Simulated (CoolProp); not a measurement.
Normal hydrogen at 293.15 K and 0.878 MPa is throttled through a valve to 0.292 MPa with no heat exchange. Each further row changes one setting.

Computed with CoolProp (reference Helmholtz-energy equation of state, Leachman 2009).

```json
[
 {"case": "as stated", "temperature change (K)": "+0.2", "final density (kg/m³)": "0.241"},
 {"case": "outlet pressure 0.0876 MPa", "temperature change (K)": "+0.2", "final density (kg/m³)": "0.0724"},
 {"case": "outlet pressure 0.38 MPa", "temperature change (K)": "+0.1", "final density (kg/m³)": "0.313"}
]
```
